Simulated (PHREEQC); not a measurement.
Dissolve 0.018 mol/kgw BaCl2 and 0.00015 mol/kgw NaHCO3 at 25 °C. Closed to the air; pH follows from the charge balance.

Model: ion-association model, phreeqc.dat, run in PHREEQC.

No solid was allowed to form.

Task: What pH does the model give?

Result: pH 7.87.

Task: In which forms is C present?

Result: HCO3- 89 %, BaHCO3+ 6.9 %, CO2 2.2 %, BaCO3 1.0 %, CO3-2 0.6 % of the C.

Species that the database lacks are ignored.
